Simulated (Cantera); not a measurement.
A Cantera script and what it prints.

```python
import numpy as np
import cantera as ct

gas_names = [...]  # 110 gases of nasa_gas.yaml made of C, H, O
cond_names = """
    C(gr) C6H6(L) C7H8(L) C8H18(L),n-octa H2O(s) H2O(L)
""".split()


# ... load() reads the species with a 1 bar reference pressure and builds the phases ...
atoms = {
    'acetone': {'C': 3, 'H': 6, 'O': 1},
    'H2': {'H': 2},
}
top_T = {'C(gr)': 4500}  # K; cautious upper limits of use, not melting points


# ... equilibrate(T, P, feed) seeds the gas with the atoms and calls Mixture.equilibrate('TP', solver="vcs", rtol=1e-11, max_steps=5000) ...
results = []
feed = {'acetone': 1, 'H2': 0.38}  # mol
T = 1173.15  # K
P = 500000  # Pa
mix = equilibrate(T, P, feed)
results.append((T, P, feed, dict(zip(mix.species_names, mix.species_moles))))
print(gas.report(threshold=1e-05))
for i in range(1, mix.n_phases):
    print(f"{mix.phase(i).name:16s} {mix.phase_moles(i):12.5e} mol")
```

Result:

```
       temperature   1173.2 K
          pressure   5e+05 Pa
           density   0.45098 kg/m^3
  mean mol. weight   8.7979 kg/kmol
   phase of matter   gas

                          1 kg             1 kmol
                     ---------------   ---------------
          enthalpy       -8.5963e+05       -7.5629e+06  J
   internal energy       -1.9683e+06       -1.7317e+07  J
           entropy             21133        1.8592e+05  J/K
    Gibbs function       -2.5651e+07       -2.2568e+08  J
 heat capacity c_p            3919.3             34482  J/K
 heat capacity c_v            2974.3             26167  J/K

                      mass frac. Y      mole frac. X     chem. pot. / RT
                     ---------------   ---------------   ---------------
               CH4          0.089352             0.049           -35.063
                CO            0.6639           0.20853           -37.324
               CO2          0.030271         0.0060516           -72.884
                H2           0.16273           0.71018            -16.65
               H2O          0.053725          0.026237            -52.21
     [ +105 minor]        1.8504e-05        5.6681e-06

C(gr)             1.93227e+00 mol
```

Cantera equilibrium calculation (NASA polynomials, part measured and part estimated; ideal gas, pure solids and liquids). The feed counts by its element totals alone.
